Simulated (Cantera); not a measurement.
Feed: 1 mol SiO₂, 0.44 mol CH₄, 0.19 mol H₂, 7.6 mol C, equilibrated at 1.40 mbar.

Method: chemical equilibrium by Gibbs-energy minimisation in Cantera with the NASA 1993 tables (ideal gas, pure condensed phases). Candidate condensed phases: C, C₆H₆, C₇H₈, C₈H₁₈, H₂O, Si, SiC, SiO₂; 123 gas species. Mutual solubility and eutectic melting of coexisting phases are not modelled. The tables hold silica as quartz up to 1696 K and as liquid above; real silica turns to tridymite and cristobalite and melts near 1996 K. The numbers say what is thermodynamically allowed, not how fast it happens. All values below are at 1000 °C.

Base state: H₂ 0.779, CO 0.220, SiO 0.000140, H 1.68e-5 (mole fractions); condensed: C(graphite) + SiC(s) + SiO₂(β-quartz).

### Question
What changes in the equilibrium state with this change: SiO₂ replaced by Fe₂O₃?

### Answer
```json
[
 {"species": "CO", "before": "0.220", "after": "0.737"},
 {"species": "H₂", "before": "0.779", "after": "0.263"},
 {"species": "H", "before": "1.68e-5", "after": "9.77e-6"},
 {"species": "SiO", "before": "0.000140", "after": "0"},
 {"species": "C(graphite), mol", "before": "7.59", "after": "5.04"},
 {"species": "SiC(s), mol", "before": "0.151", "after": "0"},
 {"species": "SiO₂(β-quartz), mol", "before": "0.849", "after": "0"},
 {"species": "Fe(γ), mol", "before": "0", "after": "2.00"}
]
```
Condensed phases not in the tables: cementite and carbon dissolved in iron. Further candidate phases: Fe, Fe(CO)₅, FeO, Fe(OH)₂, Fe(OH)₃, Fe₂O₃, Fe₃O₄.

### Question
What changes in the equilibrium state with this change: pressure from 1.40 mbar to 0.390 bar?

### Answer
| species | before | after |
|---|---|---|
| H₂ | 0.779 | 0.996 |
| CH₄ | 7.99e-6 | 0.00363 |
| CO | 0.220 | 0.000791 |
| SiO | 0.000140 | 5.04e-7 |
| H | 1.68e-5 | 1.14e-6 |
| C(graphite), mol | 7.59 | 8.03 |
| SiC(s), mol | 0.151 | 0.000424 |
| SiO₂(β-quartz), mol | 0.849 | 1.000 |
